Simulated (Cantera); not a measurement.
A perfectly stirred reactor is fed with CH4 : C2H6 : C3H8 : O2 : N2 = 1 : 0.089 : 0.032 : 4.41 : 16.8 (molar parts), equivalence ratio 0.56, at 5780 Torr; it is adiabatic with a 623 K inlet, and is followed from long to short residence time, starting on the burning branch (τ in s: 0.24, 0.068, 0.019, 0.0056, 0.0016, 0.00045, 0.00013, 3.7e-05, 1.1e-05, 3e-06).

Cantera simulation using GRI-Mech 3.0 (53 species, 325 reactions); the numbers are that mechanism's predictions, not measurements.

What does this change do: N2 16.8 to 13 parts?


```csv
quantity,before,after
"blow-out, bracketed by the residence times tried","burning at 0.130 ms, out at 37.0 µs","burning at 37.0 µs, out at 11.0 µs"
x(CH4) at τ = 0.240 s,1.26e-6,3.86e-7
x(C2H6) at τ = 0.240 s,2.14e-8,5.91e-9
x(C3H8) at τ = 0.240 s,6.92e-9,2.11e-9
x(H) at τ = 0.240 s,7.92e-7,6.52e-6
x(CO) at τ = 0.240 s,4.59e-5,0.000162
x(CH4) at τ = 0.450 ms,0.000160,8.63e-5
x(C2H6) at τ = 0.450 ms,3.72e-6,1.78e-6
x(C3H8) at τ = 0.450 ms,1.36e-6,6.58e-7
x(H) at τ = 0.450 ms,6.23e-5,8.19e-5
x(CO) at τ = 0.450 ms,0.00350,0.00273
```

What does this change do: pressure from 5780 Torr to 210 Torr?


| quantity | before | after |
|---|---|---|
| blow-out, bracketed by the residence times tried | burning at 0.130 ms, out at 37.0 µs | burning at 0.450 ms, out at 0.130 ms |
| x(CH4) at τ = 0.240 s | 1.26e-6 | 5.22e-6 |
| x(C2H6) at τ = 0.240 s | 2.14e-8 | 1.06e-7 |
| x(C3H8) at τ = 0.240 s | 6.92e-9 | 3.70e-8 |
| x(H) at τ = 0.240 s | 7.92e-7 | 8.59e-5 |
| x(CO) at τ = 0.240 s | 4.59e-5 | 0.000707 |
| x(CH4) at τ = 0.450 ms | 0.000160 | 0.000831 |
| x(C2H6) at τ = 0.450 ms | 3.72e-6 | 1.80e-5 |
| x(C3H8) at τ = 0.450 ms | 1.36e-6 | 5.66e-6 |
| x(H) at τ = 0.450 ms | 6.23e-5 | 0.00470 |
| x(CO) at τ = 0.450 ms | 0.00350 | 0.0206 |
